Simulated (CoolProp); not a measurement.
Computed with CoolProp (reference Helmholtz-energy equation of state, Thol 2015).

Question: Give the vapour pressure (bar), vapour density (kg/m³), enthalpy of vaporisation (kJ/kg), liquid cp (kJ/(kg K)) of saturated 1,2-dichloroethane at 420.7, 479.8 K.

Answer: 
| T (K) | p (bar) | vapour density (kg/m³) | enthalpy of vaporisation (kJ/kg) | liquid cp (kJ/(kg K)) |
|---|---|---|---|---|
| 420.7 | 5.34 | 16.8 | 284 | 1.47 |
| 479.8 | 16.1 | 51.3 | 233 | 1.63 |
